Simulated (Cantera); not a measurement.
Input: 1 mol B, 0.15 mol H2O, 0.11 mol N2, equilibrated at 2000 K and 570 Pa.

Method: chemical equilibrium by Gibbs-energy minimisation in Cantera with the NASA 1993 tables (ideal gas, pure condensed phases). Candidate condensed phases: B, BN, B2O3, B3O3H3, H2O; 39 gas species. Mutual solubility and eutectic melting of coexisting phases are not modelled. The tables' values for BH2 are old estimates; treat these amounts as uncertain. Equilibrium is a limit: real reactors are often held back by kinetics, nucleation or transport.

Base state: H2 0.524, HBO 0.181, B2O2 0.171, BO 0.0783, N2 0.0206, H 0.0156, B2O3 0.00642, B2O 0.00115 (mole fractions); condensed: B(s) + BN(s).

**Question.** What changes in the equilibrium state with this change: N2 from 0.11 to 0.54 mol?

**Answer.** 
```tsv
species	before	after
H2	0.524	0.364
N2	0.0206	0.323
HBO	0.181	0.119
B2O2	0.171	0.105
B2O3	0.00642	0.0123
BO	0.0783	0.0614
H	0.0156	0.0130
BH2	0.000245	4.31e-5
B2O	0.00115	0.000228
B(s), mol	0.641	0
BN(s), mol	0.210	0.855
```

**Question.** What changes in the equilibrium state with this change: temperature from 2000 K to 2075 K?

**Answer.** 
```
species       before     after
----------  --------  --------
H2             0.524     0.484
HBO            0.181     0.168
B2O2           0.171     0.142
N2            0.0206    0.0607
BO            0.0783     0.115
H             0.0156    0.0245
B            2.34e-5   7.78e-5
B2O3         0.00642   0.00354
B2O          0.00115   0.00203
HBO2        0.000988  0.000623
BH2         0.000245  0.000343
B(s), mol      0.641     0.662
BN(s), mol     0.210     0.189
```
